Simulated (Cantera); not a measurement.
A Cantera script and its output.

```python
import numpy as np
import cantera as ct

surf = ct.Interface("diamond.yaml", "diamond_100")
gas, bulk = surf.adjacent["gas"], surf.adjacent["diamond"]
k = surf.kinetics_species_index(bulk.species_names[0])
cover = ["c6HH", "c6H*", "c6*H", "c6**", "c6HM", "c6B"]

rows, drift = [], 0.0
print(f"{'T':>10s}{'um/h':>11s}" + "".join(f"{s:>11s}" for s in cover))
for v in [950, 1000, 1050, 1100, 1150, 1200, 1250, 1300, 1350, 1400]:
    T, P, xH, xCH3 = v, 1200, 0.045, 0.00064
    gas.TPX = T, P, {"H": xH, "CH3": xCH3, "CH4": 0.0026, "H2": 1 - xH - xCH3 - 0.0026}
    surf.TP = bulk.TP = T, P
    surf.coverages = "c6H*:0.1, c6HH:0.9"
    surf.advance_coverages(100.0)
    before = surf.coverages
    surf.advance_coverages(100.0)
    drift = max(drift, np.max(np.abs(surf.coverages - before) / (surf.coverages + 1e-9)))
    rate = surf.net_production_rates[k] * bulk.mean_molecular_weight / bulk.density * 3.6e9
    rows.append([rate, *surf[cover].coverages])
    print(f"{v:10.4g}{rate:11.4e}" + "".join(f"{x:11.3e}" for x in rows[-1][1:]))
```

It prints:

```
         T       um/h       c6HH       c6H*       c6*H       c6**       c6HM        c6B
       950 3.1450e+00  6.355e-01  1.407e-02  3.315e-01  6.645e-03  9.462e-03  8.534e-09
      1000 3.9761e+00  5.905e-01  1.824e-02  3.712e-01  9.706e-03  7.571e-03  1.079e-08
      1050 4.7572e+00  5.476e-01  2.287e-02  4.073e-01  1.361e-02  5.969e-03  1.291e-08
      1100 5.2265e+00  5.076e-01  2.785e-02  4.394e-01  1.843e-02  4.461e-03  1.418e-08
      1150 5.0185e+00  4.705e-01  3.309e-02  4.674e-01  2.421e-02  2.967e-03  1.362e-08
      1200 4.1045e+00  4.363e-01  3.851e-02  4.913e-01  3.095e-02  1.664e-03  1.114e-08
      1250 3.0561e+00  4.047e-01  4.398e-02  5.111e-01  3.864e-02  7.942e-04  8.293e-09
      1300 2.3855e+00  3.757e-01  4.942e-02  5.268e-01  4.722e-02  3.446e-04  6.473e-09
      1350 2.1361e+00  3.491e-01  5.477e-02  5.389e-01  5.663e-02  1.443e-04  5.796e-09
      1400 2.1033e+00  3.250e-01  5.997e-02  5.478e-01  6.680e-02  5.978e-05  5.708e-09
```

Computed with Cantera and the Harris–Goodwin 1993 mechanism for the reconstructed diamond (100) surface.
